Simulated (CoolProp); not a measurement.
The fluid at 495 K and 0.102 MPa expands adiabatically to 0.0354 MPa with isentropic efficiency 0.85. The same conditions are run with several fluids, on thermodynamics alone (safety and materials aside).

Values from CoolProp's reference Helmholtz-energy equation of state of each fluid (R143a: Lemmon and Jacobsen 2000; cyclohexane: Zhou 2014; n-octane: Beckmüller 2019; R410A: Lemmon 2003; methane: Setzmann 1991). Blends and air are pseudo-pure fits.

```json
[
 {"fluid": "R143a", "work (kJ/kg)": "42.2", "final temperature (K)": "460.9", "final density (kg/m³)": "[?]"},
 {"fluid": "cyclohexane", "work (kJ/kg)": "42.6", "final temperature (K)": "475.1", "final density (kg/m³)": "0.758"},
 {"fluid": "n-octane", "work (kJ/kg)": "31.4", "final temperature (K)": "481.4", "final density (kg/m³)": "[?]"},
 {"fluid": "R410A", "work (kJ/kg)": "48.1", "final temperature (K)": "[?]", "final density (kg/m³)": "[?]"},
 {"fluid": "methane", "work (kJ/kg)": "[?]", "final temperature (K)": "418.5", "final density (kg/m³)": "0.163"}
]
```

Q: What belongs in the gaps?

A: 
- R143a, final density (kg/m³): 0.777
- n-octane, final density (kg/m³): 1.02
- R410A, final temperature (K): 449.4
- R410A, final density (kg/m³): 0.688
- methane, work (kJ/kg): 209
